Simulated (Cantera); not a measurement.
## acetone + O2 + H2 (carbon deposition, reforming and gasification)

Input: 1 mol acetone, 1.1 mol O2, 1.5 mol H2, held at 2050 °C.

Method: chemical equilibrium by Gibbs-energy minimisation in Cantera with the NASA 1993 tables (ideal gas, pure condensed phases). Candidate condensed phases: C, C6H6, C7H8, C8H18, H2O; 110 gas species. The feed counts by its element totals alone. The ideal-gas law is rough above about 30 bar. Equilibrium is a limit: real reactors are often held back by kinetics, nucleation or transport.

From 0.0750 Torr to 75000 Torr nothing is condensed. The main C-bearing gas is CO throughout.

```
P (Pa)     x H2       x H   x CO    x H2O
--------  -----  --------  -----  -------
10        0.198     0.485  0.298  0.00842
56        0.360     0.276  0.341   0.0168
320       0.472     0.132  0.370   0.0208
1800      0.530    0.0591  0.385   0.0225
10000     0.556    0.0257  0.392   0.0233
56000     0.568    0.0110  0.395   0.0236
320000    0.573   0.00461  0.396   0.0237
1800000   0.575   0.00195  0.397   0.0237
10000000  0.575  0.000826  0.397   0.0240
```
x: gas mole fraction; nothing condenses.
